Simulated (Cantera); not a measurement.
**Abatement and gas-phase synthesis: HCl + O2**

A closed system holds: 1 mol HCl, 0.1 mol O2, at 2052 °C.

These are equilibrium values from Cantera (NASA tables, ideal gas, pure condensed phases), not measurements of a reactor. Candidate condensed phases: H2O; 14 gas species. The ideal-gas law is rough above about 30 bar. Rates play no part.

```csv
P (Pa),log p HCl,log p Cl,log p H,log p H2O,log p Cl2,log p H2,log p O,log p O2,log p OH
10,-4.87,-4.36,-4.58,-5.64,-9.38,-5.24,-5.26,-6.03,-5.75
120,-3.35,-3.35,-4.06,-3.99,-7.38,-4.20,-4.66,-4.83,-4.63
1400,-2.12,-2.41,-3.77,-2.81,-5.48,-3.63,-4.05,-3.61,-3.73
17000,-0.96,-1.44,-3.58,-1.77,-3.55,-3.25,-3.38,-2.29,-2.88
210000,0.17,-0.50,-3.39,-0.76,-1.67,-2.86,-2.76,-1.04,-2.06
2500000,1.27,0.34,-3.13,0.32,0.00,-2.34,-2.21,0.07,-1.25
30000000,2.34,1.05,-2.78,1.51,1.43,-1.63,-1.72,1.05,-0.41
```
log p: log10 of the partial pressure in bar; nothing condenses.

From 10.0 Pa to 300 bar nothing is condensed.
